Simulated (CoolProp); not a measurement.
Computed with CoolProp (reference Helmholtz-energy equation of state, de Reuck 1990).

Give the vapour pressure (MPa), vapour density (kg/m³), enthalpy of vaporisation (kJ/kg), liquid cp (kJ/(kg K)) of saturated fluorine at 72.9 K.


| T (K) | p (MPa) | vapour density (kg/m³) | enthalpy of vaporisation (kJ/kg) | liquid cp (kJ/(kg K)) |
|---|---|---|---|---|
| 72.9 | 0.0195 | 1.24 | 185 | 1.48 |
